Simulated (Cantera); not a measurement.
A perfectly stirred reactor is fed with C2H6 : H2 = 1 : 6.9 (molar parts), at 750 Torr; it is held at 1375 K, and followed from long to short residence time.

Cantera simulation using GRI-Mech 3.0 (53 species, 325 reactions); the numbers are that mechanism's predictions, not measurements. GRI-Mech 3.0 stops at C3 and has no aromatics, soot or wall deposition, so with more carbon than oxygen in the feed, carbon stays in small species such as C2H2 where larger ones or solid carbon would form.

Task: What does this change do: temperature 1375 to 1450 K?

Result: 
```tsv
quantity	before	after
x(C2H6) at τ = 7.30 s	0.000312	0.000130
x(H2) at τ = 7.30 s	0.790	0.805
x(C2H4) at τ = 7.30 s	0.0146	0.0113
x(CH2) at τ = 7.30 s	9.59e-11	3.53e-10
x(CH4) at τ = 7.30 s	0.178	0.154
x(C2H6) at τ = 36.0 ms	0.00340	0.00142
x(H2) at τ = 36.0 ms	0.855	0.856
x(C2H4) at τ = 36.0 ms	0.0476	0.0292
x(CH2) at τ = 36.0 ms	9.15e-10	2.79e-9
x(CH4) at τ = 36.0 ms	0.0632	0.0657
```

Task: What does this change do: pressure from 750 Torr to 9.00 Torr?

Result: 
| quantity | before | after |
|---|---|---|
| x(C2H6) at τ = 7.30 s | 0.000312 | 0.000191 |
| x(H2) at τ = 7.30 s | 0.790 | 0.869 |
| x(C2H4) at τ = 7.30 s | 0.0146 | 0.00317 |
| x(CH2) at τ = 7.30 s | 9.59e-11 | 1.14e-8 |
| x(CH4) at τ = 7.30 s | 0.178 | 0.0483 |
| x(C2H6) at τ = 36.0 ms | 0.00340 | 0.0140 |
| x(H2) at τ = 36.0 ms | 0.855 | 0.841 |
| x(C2H4) at τ = 36.0 ms | 0.0476 | 0.0411 |
| x(CH2) at τ = 36.0 ms | 9.15e-10 | 1.68e-7 |
| x(CH4) at τ = 36.0 ms | 0.0632 | 0.0827 |
Radical loss at walls, strong at low pressure, is not modelled.
